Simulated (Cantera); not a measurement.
An isothermal, constant-pressure homogeneous reactor starts with CH4 : H2O = 1 : 2.4 (molar parts), at 1250 K and 9.70 bar. Integrator tolerance rtol = 1e-08.

Computed with Cantera and GRI-Mech 3.0 (53 species, 325 reactions).

Q: What does this change do: H2O 2.4 to 3.7 parts?

A: 
```
quantity                                           before                                    after
----------------  ---------------------------------------  ---------------------------------------
x(CH4) at 200 s     0.240 (gas-phase equilibrium 0.00202)   0.172 (gas-phase equilibrium 0.000521)
x(H2O) at 200 s       0.643 (gas-phase equilibrium 0.226)      0.725 (gas-phase equilibrium 0.357)
x(CH2O) at 200 s  2.71e-7 (gas-phase equilibrium 4.03e-7)  2.78e-7 (gas-phase equilibrium 2.33e-7)
x(CO) at 200 s      0.00334 (gas-phase equilibrium 0.148)    0.00269 (gas-phase equilibrium 0.102)
x(H2) at 200 s       0.0885 (gas-phase equilibrium 0.588)     0.0791 (gas-phase equilibrium 0.494)
x(CH3) at 200 s   2.44e-6 (gas-phase equilibrium 7.96e-9)  1.84e-6 (gas-phase equilibrium 2.25e-9)
x(HO2) at 200 s     <1e-12 (gas-phase equilibrium <1e-12)    <1e-12 (gas-phase equilibrium <1e-12)
```

Q: What does this change do: temperature 1250 to 1998 K?

A: 
```tsv
quantity	before	after
x(CH4) at 200 s	0.240 (gas-phase equilibrium 0.00202)	5.43e-7 (gas-phase equilibrium 6.04e-7)
x(H2O) at 200 s	0.643 (gas-phase equilibrium 0.226)	0.243 (gas-phase equilibrium 0.243)
x(CH2O) at 200 s	2.71e-7 (gas-phase equilibrium 4.03e-7)	3.82e-7 (gas-phase equilibrium 3.82e-7)
x(CO) at 200 s	0.00334 (gas-phase equilibrium 0.148)	0.169 (gas-phase equilibrium 0.169)
x(H2) at 200 s	0.0885 (gas-phase equilibrium 0.588)	0.571 (gas-phase equilibrium 0.571)
x(CH3) at 200 s	2.44e-6 (gas-phase equilibrium 7.96e-9)	7.34e-9 (gas-phase equilibrium 8.17e-9)
x(HO2) at 200 s	<1e-12 (gas-phase equilibrium <1e-12)	6.11e-12 (gas-phase equilibrium 6.11e-12)
```

Q: What does this change do: CH4 1 to 0.16 parts?

A: 
```csv
quantity,before,after
x(CH4) at 200 s,0.240 (gas-phase equilibrium 0.00202),0.0465 (gas-phase equilibrium 3.00e-6)
x(H2O) at 200 s,0.643 (gas-phase equilibrium 0.226),0.893 (gas-phase equilibrium 0.739)
x(CH2O) at 200 s,2.71e-7 (gas-phase equilibrium 4.03e-7),2.21e-7 (gas-phase equilibrium 1.60e-8)
x(CO) at 200 s,0.00334 (gas-phase equilibrium 0.148),0.000984 (gas-phase equilibrium 0.0168)
x(H2) at 200 s,0.0885 (gas-phase equilibrium 0.588),0.0476 (gas-phase equilibrium 0.205)
x(CH3) at 200 s,2.44e-6 (gas-phase equilibrium 7.96e-9),6.29e-7 (gas-phase equilibrium 2.00e-11)
x(HO2) at 200 s,<1e-12 (gas-phase equilibrium <1e-12),<1e-12 (gas-phase equilibrium <1e-12)
```
